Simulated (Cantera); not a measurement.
What does this Cantera script print?

```python
import numpy as np
import cantera as ct

gas_names = """
    CL CLO CL2 H HCL HOCL HO2 H2 H2O H2O2 O OH O2 O3
""".split()
cond_names = """
    H2O(s) H2O(L)
""".split()


# ... load() reads the species with a 1 bar reference pressure and builds the phases ...
atoms = {
    'HCl': {'H': 1, 'CL': 1},
    'H2O': {'H': 2, 'O': 1},
    'H2': {'H': 2},
}
top_T = {}  # K; cautious upper limits of use, not melting points


# ... equilibrate(T, P, feed) seeds the gas with the atoms and calls Mixture.equilibrate('TP', solver="vcs", rtol=1e-11, max_steps=5000) ...
results = []
feed = {'HCl': 1, 'H2O': 1.2, 'H2': 0.65}  # mol
T = 3148  # K
P = 1000  # Pa
mix = equilibrate(T, P, feed)
results.append((T, P, feed, dict(zip(mix.species_names, mix.species_moles))))
print(gas.report(threshold=0.001))
for i in range(1, mix.n_phases):
    print(f"{mix.phase(i).name:16s} {mix.phase_moles(i):12.5e} mol")
```

It prints:

```
       temperature   3148 K
          pressure   1000 Pa
           density   0.00036974 kg/m^3
  mean mol. weight   9.6775 kg/kmol
   phase of matter   gas

                          1 kg             1 kmol
                     ---------------   ---------------
          enthalpy        2.5311e+07        2.4494e+08  J
   internal energy        2.2606e+07        2.1877e+08  J
           entropy             24366         2.358e+05  J/K
    Gibbs function       -5.1394e+07       -4.9736e+08  J
 heat capacity c_p            2372.2             22957  J/K
 heat capacity c_v              1513             14642  J/K

                      mass frac. Y      mole frac. X     chem. pot. / RT
                     ---------------   ---------------   ---------------
                CL            0.5203           0.14204           -25.673
                 H          0.061415           0.58963           -14.231
               HCL          0.078769          0.020908           -39.904
                H2          0.012207          0.058598           -28.462
               H2O          0.012411          0.006667           -48.503
                 O           0.24897           0.15059           -20.041
                OH          0.043645          0.024835           -34.272
                O2          0.022222         0.0067209           -40.083
     [   +6 minor]        6.4476e-05        1.1734e-05
```

Equilibrium computed with Cantera from the NASA thermochemical tables; the gas is ideal and each condensed phase is pure.
